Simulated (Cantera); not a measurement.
A closed system holds: 1 mol TiC, 0.093 mol H2, equilibrated at 2375 K and 0.290 bar.

These are equilibrium values from Cantera (NASA tables, ideal gas, pure condensed phases), not measurements of a reactor. Candidate condensed phases: C, C6H6, C7H8, C8H18, Ti, TiC; 77 gas species. TiC: taken at fixed stoichiometry. Equilibrium is a limit: real reactors are often held back by kinetics, nucleation or transport.

Base state: H2 0.974, H 0.0258, Ti 2.67e-5, C2H2 (acetylene) 1.16e-5 (mole fractions); condensed: TiC(s).

What changes in the equilibrium state with this change: temperature from 2375 K to 2623.15 K?


| species | before | after |
|---|---|---|
| H2 | 0.974 | 0.924 |
| H | 0.0258 | 0.0752 |
| Ti | 2.67e-5 | 0.000276 |
| C2H2 (acetylene) | 1.16e-5 | 0.000133 |
| TiC(s), mol | 1.000 | 1.000 |
